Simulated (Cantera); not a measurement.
An isothermal, constant-pressure homogeneous reactor starts with 15.0 % H2, 10.0 % O2, 75.0 % N2, equivalence ratio 0.75, at 848 K and 135 Torr.

Detailed kinetics in Cantera: the H2/O2 subset of GRI-Mech 3.0, which has no nitrogen chemistry. Below about 950 K walls govern HO2 and H2O2 in real vessels. The temperature is held fixed by assumption; the heat of reaction is taken as removed at once.

One state of this run: x H2 = 0.0220; x O2 = 0.0377; x OH = 2.63e-9; x H2O2 = 1.79e-5; x HO2 = 4.11e-6; x O = 5.77e-9. x: mole fraction; the columns are a selection and need not sum to one.

Task: Which value of t (s) does it belong to?
(A) 0.0252
(B) 0.00633
(C) 100
(D) 0.399

Result: D, 0.399
